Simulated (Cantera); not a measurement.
**SO₂ + O₂ + H₂ (abatement and gas-phase synthesis)**

Feed: 1 mol SO₂, 0.34 mol O₂, 6.4 mol H₂, equilibrated at 2275 K and 0.610 bar.

Method: chemical equilibrium by Gibbs-energy minimisation in Cantera with the NASA 1993 tables (ideal gas, pure condensed phases). Candidate condensed phases: H₂O, H₂SO₄, S; 19 gas species. Equilibrium is a limit: real reactors are often held back by kinetics, nucleation or transport.

```
Property                            Result
-------------------------------  ---------
x(H₂)                                0.533
x(H₂O)                               0.351
x(S₂)                               0.0374
x(H₂S)                              0.0246
x(SH)                               0.0173
x(SO)                               0.0121
x(SO₂)                              0.0108
x(H)                               0.00794
x(S)                               0.00384
gas amount                       6.938 mol
log10 activity of S(l) (absent)      -2.52
```
